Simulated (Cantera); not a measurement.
## Equilibrium for halide evaporation, hydrolysis and transport: SrCl₂ + H₂O + N₂

Feed: 1 mol SrCl₂, 19 mol H₂O, a varied amount of N₂, at 1925 K and 71000 Pa.

Method: chemical equilibrium by Gibbs-energy minimisation in Cantera with the NASA 1993 tables (ideal gas, pure condensed phases). Candidate condensed phases: H₂O, NH₄Cl, Sr, SrCl₂, SrO, Sr(OH)₂; 35 gas species. Condensed phases not in the tables: oxide chlorides. Kinetics and transport are ignored.

From 5.3 mol N₂ to 220 mol N₂ the condensed part is SrO(s). The main Sr-bearing gas is SrCl₂ throughout.

| n(N₂) (mol) | log p N₂ | log p H₂O | log p HCl | log p SrCl₂ | log p H₂ | log p O₂ | log p OH | log p Cl | n SrO(s) |
|---|---|---|---|---|---|---|---|---|---|
| 5.3 | -0.83 | -0.29 | -1.69 | -1.75 | -2.57 | -3.01 | -3.08 | -3.55 | 0.359 |
| 9 | -0.66 | -0.34 | -1.75 | -1.81 | -2.61 | -3.06 | -3.12 | -3.59 | 0.359 |
| 15 | -0.52 | -0.43 | -1.84 | -1.89 | -2.66 | -3.12 | -3.18 | -3.65 | 0.360 |
| 26 | -0.40 | -0.55 | -1.95 | -2.01 | -2.74 | -3.21 | -3.26 | -3.73 | 0.360 |
| 45 | -0.31 | -0.70 | -2.10 | -2.16 | -2.83 | -3.32 | -3.36 | -3.83 | 0.360 |
| 76 | -0.25 | -0.87 | -2.27 | -2.33 | -2.94 | -3.44 | -3.48 | -3.95 | 0.361 |
| 130 | -0.21 | -1.06 | -2.47 | -2.52 | -3.06 | -3.59 | -3.61 | -4.08 | 0.361 |
| 220 | -0.19 | -1.26 | -2.67 | -2.73 | -3.19 | -3.74 | -3.75 | -4.22 | 0.362 |
log p: log10 of the partial pressure in bar; n: condensed amount in mol.
